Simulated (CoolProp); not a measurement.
The numbers come from the reference Helmholtz-energy equation of state, Platzer 1990 in CoolProp. This equation is an older, rougher fit; its heat capacities, sound speeds and derivatives of the liquid may be far off and weren't checked against measurements.

Question: Give the vapour pressure (MPa), vapour density (kg/m³), enthalpy of vaporisation (kJ/kg), surface tension (mN/m) of saturated c-C4F8 (RC318) at 43.35 °C.

Answer: 
```csv
T (°C),p (MPa),vapour density (kg/m³),enthalpy of vaporisation (kJ/kg),surface tension (mN/m)
43.35,0.541,48.4,95.4,6.15
```

Surface tension comes from a separate correlation (Mulero 2012).
